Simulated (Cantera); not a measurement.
A closed system holds: 1 mol PbO, 0.36 mol CH₄, 0.15 mol N₂, at 1100 K and 0.0350 bar.

Method: chemical equilibrium by Gibbs-energy minimisation in Cantera with the NASA 1993 tables (ideal gas, pure condensed phases). Equilibrium is a limit: real reactors are often held back by kinetics, nucleation or transport.

```json
[
 {"species": "H₂O", "before": "0.346", "after": "0.345"},
 {"species": "H₂", "before": "0.237", "after": "0.236"},
 {"species": "CO₂", "before": "0.172", "after": "0.172"},
 {"species": "Pb", "before": "0.00346", "after": "0.00606"},
 {"species": "CO", "before": "0.119", "after": "0.119"},
 {"species": "N₂", "before": "0.122", "after": "0.121"},
 {"species": "Pb(l), mol", "before": "0.996", "after": "0.993"}
]
```
Gas species are given as mole fractions.

### Question
Name the change that produced these shifts.
A. temperature from 1100 K to 2550 K
B. pressure from 0.0350 bar to 0.210 bar
C. temperature from 1100 K to 1873 K
D. pressure from 0.0350 bar to 0.0200 bar

### Answer
D, pressure from 0.0350 bar to 0.0200 bar
